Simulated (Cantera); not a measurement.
Input: 1 mol trisilylamine, 2 mol N2, 0.48 mol H2, equilibrated at 0.0100 bar.

These are equilibrium values from Cantera (NASA tables, ideal gas, pure condensed phases), not measurements of a reactor. Candidate condensed phases: Si, Si3N4; 18 gas species. The feed counts by its element totals alone. Mutual solubility and eutectic melting of coexisting phases are not modelled. Gases not in the tables: Si2H6 and higher silanes. Rates play no part.

### Question
Which condensed phases are stable at each of these points (T (K)): 973, 1073, 1173, 1273, 1373, 1473, 1573, 1673, 1773, 1873, 1973, 2073?

### Answer
| T (K) | condensed phases | Si condensed (%) |
|---|---|---|
| 973 | Si3N4(s) | 100.0 |
| 1073 | Si3N4(s) | 100.0 |
| 1173 | Si3N4(s) | 100.0 |
| 1273 | Si3N4(s) | 100.0 |
| 1373 | Si3N4(s) | 100.0 |
| 1473 | Si3N4(s) | 100.0 |
| 1573 | Si3N4(s) | 100.0 |
| 1673 | Si(s) + Si3N4(s) | 100.0 |
| 1773 | Si(l) | 99.9 |
| 1873 | Si(l) | 99.7 |
| 1973 | Si(l) | 99.1 |
| 2073 | Si(l) | 97.1 |

From 973 K to 1573 K the condensed part is Si3N4(s). At 1673 K the condensed part is Si(s) + Si3N4(s). From 1773 K to 2073 K the condensed part is Si(l).
